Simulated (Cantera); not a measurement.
An adiabatic, constant-pressure homogeneous reactor starts with 6.96 % CH4, 1.46 % C2H6, 19.2 % O2, 72.4 % N2, at 1273 K and 1.01 bar.

Computed with Cantera and GRI-Mech 3.0 (53 species, 325 reactions).

One state of this run: T (K) = 2652; x CH4 = <1e-12; x C2H6 = <1e-12; x O2 = 0.0177; x CH2O = 1.94e-10; x CH3 = <1e-12. x: mole fraction; the columns are a selection and need not sum to one.

Task: Which value of t (s) does it belong to?
A. 3.17e-5
B. 0.000126
C. 7.96e-6
D. 0.126

Result: D, 0.126
